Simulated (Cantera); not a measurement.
Input (Python, Cantera):

```python
import numpy as np
import cantera as ct

gas = ct.Solution("gri30.yaml", transport_model="mixture-averaged")
show = ['CO2', 'NH3', 'OH']

rows = []
print(f"{'T/K':>7s}{'rho':>11s}{'cp':>10s}{'mu':>11s}{'lambda':>11s}{'Pr':>7s}" + "".join(f"{'D_' + s:>11s}" for s in show))
for T in [400, 500, 600, 700, 800, 900, 1000, 1100]:
    gas.TPX = T, 1500, {'N2O': 0.64, 'CO2': 0.15}
    Pr = gas.cp_mass * gas.viscosity / gas.thermal_conductivity
    D = [gas.mix_diff_coeffs_mole[gas.species_index(s)] for s in show]
    rows.append([gas.density, gas.cp_mass, gas.viscosity, gas.thermal_conductivity, Pr, *D])
    print(f"{T:7g}{gas.density:11.4e}{gas.cp_mass:10.1f}{gas.viscosity:11.4e}"
          f"{gas.thermal_conductivity:11.4e}{Pr:7.3f}" + "".join(f"{d:11.4e}" for d in D))
print("SI units: kg/m3, J/kg/K, Pa s, W/m/K, m2/s")
```

Output:

```
    T/K        rho        cp         mu     lambda     Pr      D_CO2      D_NH3       D_OH
    400 1.9850e-02     964.1 1.9514e-05 2.5439e-02  0.740 1.2976e-03 1.9033e-03 2.7810e-03
    500 1.5880e-02    1037.1 2.3649e-05 3.3216e-02  0.738 1.9639e-03 2.9312e-03 4.1148e-03
    600 1.3234e-02    1096.5 2.7426e-05 4.0774e-02  0.738 2.7344e-03 4.1375e-03 5.6396e-03
    700 1.1343e-02    1145.8 3.0923e-05 4.8050e-02  0.737 3.6007e-03 5.5069e-03 7.3420e-03
    800 9.9252e-03    1187.3 3.4193e-05 5.5036e-02  0.738 4.5563e-03 7.0272e-03 9.2116e-03
    900 8.8224e-03    1222.2 3.7276e-05 6.1742e-02  0.738 5.5960e-03 8.6886e-03 1.1240e-02
   1000 7.9402e-03    1250.8 4.0204e-05 6.8187e-02  0.737 6.7156e-03 1.0483e-02 1.3421e-02
   1100 7.2183e-03    1272.2 4.2999e-05 7.4393e-02  0.735 7.9115e-03 1.2405e-02 1.5749e-02
SI units: kg/m3, J/kg/K, Pa s, W/m/K, m2/s
```

Model: GRI-Mech 3.0 (53 species, 325 reactions), integrated in Cantera. The composition is frozen, though it would react at the higher temperatures.
